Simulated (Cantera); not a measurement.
Input: 1 mol BN, 200 mol H2, a varied amount of H2O, equilibrated at 752 °C and 1.00 Torr.

Equilibrium computed with Cantera from the NASA thermochemical tables; the gas is ideal and each condensed phase is pure. Candidate condensed phases: B, BN, B2O3, B3O3H3, H2O; 39 gas species. Rates play no part.

Question: At 11 mol H2O, list the 4 most abundant gas species with their mole fractions, and the condensed phases.

Answer: H2 0.953, H2O 0.0448, N2 0.00236, HBO2 0.000253. Condensed: B2O3(l).
